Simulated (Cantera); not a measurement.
Source: NASA polynomial tables (part measured, part estimated), evaluated in Cantera. Values are per mole of reaction as written; species without (g) are pure solids or liquids, kept so even where they would boil at 1 bar.

Question: Between 1248 and 1423 K, where is each reaction favourable under standard conditions?
- O3(g) + 3 Pb ⇌ 3 PbO
- 3 PbO(g) ⇌ 3 Pb + O3(g)

Answer: 
- O3(g) + 3 Pb ⇌ 3 PbO: ΔG° is -519 kJ at 1248 K and -492 kJ at 1423 K; it stays negative (K > 1). ΔH° is -701 kJ and ΔS° -147 J/K at 1423 K.
- 3 PbO(g) ⇌ 3 Pb + O3(g): ΔG° is 249 kJ at 1248 K and 288 kJ at 1423 K; it stays positive (K < 1). ΔH° is -20 kJ and ΔS° -216 J/K at 1423 K.
